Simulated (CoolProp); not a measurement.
A Linde-Hampson liquefier for oxygen: isothermal reversible compression at 250 K from 1 atm to 25 MPa, throttling to 1 atm, return gas leaving the recuperator 10 K below the feed. Each further row changes one setting.

Values from CoolProp's reference Helmholtz-energy equation of state, Schmidt 1985.

```
case                        liquid yield per pass  compression work (kJ/kg of gas)
--------------------------  ---------------------  -------------------------------
as stated                                   0.184                              341
high pressure 50 MPa                        0.228                              385
warm-end temperature 280 K                  0.129                              390
warm-end gap 15 K                           0.173                              341
```
